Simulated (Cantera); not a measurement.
# Premixed flame

A freely propagating, adiabatic, planar premixed flame of 11.0 % CH3OH, 16.5 % O2, 72.5 % N2, equivalence ratio 1.0, unburnt at 500 K and 1950 Torr; mixture-averaged transport, grid criteria slope 0.08 and curve 0.16, no radiation.

Model: GRI-Mech 3.0 (53 species, 325 reactions), integrated in Cantera. GRI-Mech 3.0 was tuned for natural gas; its chemistry of methanol as a main component is partial and can be far from experiment. Burning velocities carry a grid error of a few per cent, more on coarse grids.

```tsv
z (mm)	T (K)	u (m/s)	x CH3OH	x O2	x O	x CH4	x CO2	x CH3
-0.485	500	0.614	0.110	0.165	<1e-8	2.76e-8	6.66e-7	<1e-8
-0.323	502	0.618	0.109	0.164	<1e-8	2.42e-7	9.33e-6	<1e-8
-0.242	512	0.632	0.109	0.163	<1e-8	1.14e-6	6.90e-5	<1e-8
-0.162	571	0.711	0.105	0.157	<1e-8	6.04e-6	0.000620	<1e-8
-0.0808	886	1.13	0.0805	0.129	<1e-8	3.18e-5	0.00590	3.41e-8
-0.0404	1235	1.62	0.0457	0.0968	1.75e-6	6.16e-5	0.0146	2.55e-6
0	1635	2.20	0.00538	0.0579	0.000311	8.52e-5	0.0299	6.69e-5
0.0404	1792	2.41	1.84e-5	0.0351	0.00198	1.79e-5	0.0481	8.94e-6
0.0808	1869	2.49	2.39e-8	0.0250	0.00250	9.71e-7	0.0618	3.40e-7
0.162	1964	2.60	<1e-8	0.0181	0.00212	<1e-8	0.0749	<1e-8
0.323	2058	2.71	<1e-8	0.0135	0.00134	<1e-8	0.0824	<1e-8
0.646	2134	2.80	<1e-8	0.00998	0.000725	<1e-8	0.0872	<1e-8
1.29	2186	2.85	<1e-8	0.00736	0.000390	<1e-8	0.0911	<1e-8
```
x: mole fraction of selected species; z is measured from the peak of heat release.

laminar burning velocity: 61.2 cm/s
thermal thickness: 0.162 mm
peak x(O): 0.00251
peak x(CH4): 8.72e-5
peak x(CH3): 7.02e-5
grid points: 133
